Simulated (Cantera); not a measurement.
Charge: 1 mol CS2, 1.7 mol H2O, held at 3075 K and 0.133 bar.

These are equilibrium values from Cantera (NASA tables, ideal gas, pure condensed phases), not measurements of a reactor. Candidate condensed phases: C, C6H6, C7H8, C8H18, H2O, H2SO4, S; 123 gas species. The numbers say what is thermodynamically allowed, not how fast it happens.

Base state: H 0.229, CO 0.196, S 0.186, H2 0.179, SO 0.0797, S2 0.0468, SH 0.0305, H2O 0.0230 (mole fractions); condensed: gas only.

Question: What changes in the equilibrium state with this change: CS2 replaced by HI?

Answer: 
```csv
species,before,after
I,0,0.231
H,0.229,0.225
H2O,0.0230,0.187
CO,0.196,0
S,0.186,0
SO,0.0797,0
S2,0.0468,0
SH,0.0305,0
O2,0.000406,0.0290
O,0.00803,0.0679
OH,0.0103,0.0856
H2,0.179,0.172
SO2,0.00699,0
HI,0,0.00341
CO2,0.00332,0
H2S,0.00125,0
S2O,0.000208,0
```
Further candidate phases: I2.
